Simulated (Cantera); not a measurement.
A diamond (100) surface in a fixed gas of H2 with x(CH4) = 0.012, x(CH3) = 0.00058, at 1350 K, 0.138 atm; coverages are run to steady state.

Model: the Harris–Goodwin 1993 mechanism for the reconstructed diamond (100) surface, integrated in Cantera.

One state of this run: growth (µm/h) = 10.2; θ c6HH = 0.399; θ c6H* = 0.0517; θ c6*H = 0.509; θ c6** = 0.0329; θ c6HM = 0.00123. θ: site fractions in the mechanism's names (c6HH fully hydrogenated, c6H* and c6*H radical sites, c6** diradical, c6HM methylated).

Q: Which value of x(H) does it belong to?
(A) 0.0029
(B) 0.0001
(C) 0.0013
(D) 0.00054

A: C, 0.0013
